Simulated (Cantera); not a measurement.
Cantera with NASA thermochemical tables; ideal gases at 1 bar, condensed phases pure. Values are per mole of reaction as written; species without (g) are pure solids or liquids, kept so even where they would boil at 1 bar.

Q: Between 300 and 2650 K, where is each reaction favourable under standard conditions?
- NbO₂ + 2 H₂O(g) → Nb + 4 OH(g)

A: 
- NbO₂ + 2 H₂O(g) → Nb + 4 OH(g): ΔG° is 1334 kJ at 300 K and 572 kJ at 2650 K; it stays positive (K < 1). ΔH° is 1310 kJ and ΔS° 279 J/K at 2650 K.
